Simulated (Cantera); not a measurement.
# Reactions in the system H-O-Sr

Cantera with NASA thermochemical tables; ideal gases at 1 bar, condensed phases pure. Values are per mole of reaction as written; species without (g) are pure solids or liquids, kept so even where they would boil at 1 bar.

3 H2(g) + O3(g) + 3 SrO → 3 Sr(OH)2

| T (K) | ΔH° (kJ) | ΔS° (J/K) | ΔG° (kJ) | log10 K |
|---|---|---|---|---|
| 1500 | -1083.3 | -304.7 | -626.3 | 21.81 |
| 1600 | -1069.7 | -295.9 | -596.2 | 19.46 |
| 1700 | -1056.7 | -288.0 | -567.0 | 17.42 |
| 1800 | -1044.1 | -280.8 | -538.6 | 15.63 |
| 1900 | -1032.1 | -274.3 | -510.9 | 14.04 |
| 2000 | -1020.6 | -268.4 | -483.7 | 12.63 |
| 2100 | -1009.6 | -263.1 | -457.1 | 11.37 |
| 2200 | -999.2 | -258.2 | -431.1 | 10.23 |
| 2300 | -989.3 | -253.8 | -405.5 | 9.21 |
